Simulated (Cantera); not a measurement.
An isothermal, constant-pressure homogeneous reactor starts with CH4 : H2 : H2O = 1 : 73 : 0.7 (molar parts), at 2023 K and 0.0267 bar.

Cantera simulation using GRI-Mech 3.0 (53 species, 325 reactions); the numbers are that mechanism's predictions, not measurements. GRI-Mech 3.0 stops at C3 and has no aromatics, soot or wall deposition, so with more carbon than oxygen in the feed, carbon stays in small species such as C2H2 where larger ones or solid carbon would form. Radical loss at walls, strong at low pressure, is not modelled.

x: mole fraction; the columns are a selection and need not sum to one.

```json
[
 {"t (s)": "0.000400", "x CH4": "0.0133", "x H2": "0.977", "x H": "0.000260", "x C2H6": "5.62e-9", "x CH3": "7.24e-5"},
 {"t (s)": "0.000815", "x CH4": "0.0132", "x H2": "0.977", "x H": "0.000530", "x C2H6": "2.26e-8", "x CH3": "0.000144"},
 {"t (s)": "0.00166", "x CH4": "0.0131", "x H2": "0.976", "x H": "0.00108", "x C2H6": "8.17e-8", "x CH3": "0.000286"},
 {"t (s)": "0.00338", "x CH4": "0.0127", "x H2": "0.975", "x H": "0.00216", "x C2H6": "2.48e-7", "x CH3": "0.000554"},
 {"t (s)": "0.00688", "x CH4": "0.0117", "x H2": "0.974", "x H": "0.00407", "x C2H6": "5.33e-7", "x CH3": "0.000962"},
 {"t (s)": "0.0140", "x CH4": "0.00914", "x H2": "0.973", "x H": "0.00631", "x C2H6": "5.60e-7", "x CH3": "0.00116"},
 {"t (s)": "0.0285", "x CH4": "0.00530", "x H2": "0.973", "x H": "0.00775", "x C2H6": "2.37e-7", "x CH3": "0.000827"},
 {"t (s)": "0.0581", "x CH4": "(withheld)", "x H2": "0.974", "x H": "(withheld)", "x C2H6": "(withheld)", "x CH3": "(withheld)"},
 {"t (s)": "0.118", "x CH4": "0.00106", "x H2": "0.974", "x H": "0.00966", "x C2H6": "1.19e-8", "x CH3": "0.000206"},
 {"t (s)": "0.241", "x CH4": "(withheld)", "x H2": "0.974", "x H": "0.0104", "x C2H6": "(withheld)", "x CH3": "(withheld)"},
 {"t (s)": "0.491", "x CH4": "0.000442", "x H2": "0.975", "x H": "0.0108", "x C2H6": "2.32e-9", "x CH3": "9.60e-5"},
 {"t (s)": "1.00", "x CH4": "0.000334", "x H2": "0.975", "x H": "0.0110", "x C2H6": "1.35e-9", "x CH3": "7.41e-5"}
]
```

Question: Complete the blanks.

Answer: 
- 0.0581, x CH4: 0.00243
- 0.0581, x H: 0.00877
- 0.0581, x C2H6: 5.69e-8
- 0.0581, x CH3: 0.000429
- 0.241, x CH4: 0.000586
- 0.241, x C2H6: 3.91e-9
- 0.241, x CH3: 0.000122
